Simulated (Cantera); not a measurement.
An adiabatic, constant-volume homogeneous reactor starts with CO : H2 : CH4 : O2 : N2 = 1 : 0.26 : 0.035 : 0.636 : 2.39 (molar parts), at 1250 K and 5.00 bar. Integrator tolerance rtol = 1e-08.

Model: GRI-Mech 3.0 (53 species, 325 reactions), integrated in Cantera. Above 3000 K some thermodynamic fits are extrapolated.

```tsv
quantity	before	after
time of steepest temperature rise	21.0 µs	7.32 µs
temperature at 6.00 s	3005 K	3045 K
equilibrium temperature	3005 K	3045 K
x(CO) at 6.00 s	0.103 (gas-phase equilibrium 0.103)	0.111 (gas-phase equilibrium 0.111)
x(H2) at 6.00 s	0.00597 (gas-phase equilibrium 0.00597)	0.00656 (gas-phase equilibrium 0.00656)
x(CH4) at 6.00 s	<1e-12 (gas-phase equilibrium <1e-12)	<1e-12 (gas-phase equilibrium <1e-12)
x(NO2) at 6.00 s	9.68e-6 (gas-phase equilibrium 9.68e-6)	1.04e-5 (gas-phase equilibrium 1.04e-5)
x(H2O2) at 6.00 s	6.32e-7 (gas-phase equilibrium 6.32e-7)	6.45e-7 (gas-phase equilibrium 6.45e-7)
```

What was changed between the two runs?
(A) CO 1 to 2.1 parts
(B) initial temperature 1250 to 1423 K
(C) pressure from 5.00 bar to 1.01 bar
(D) constant pressure in place of constant volume

B, initial temperature 1250 to 1423 K
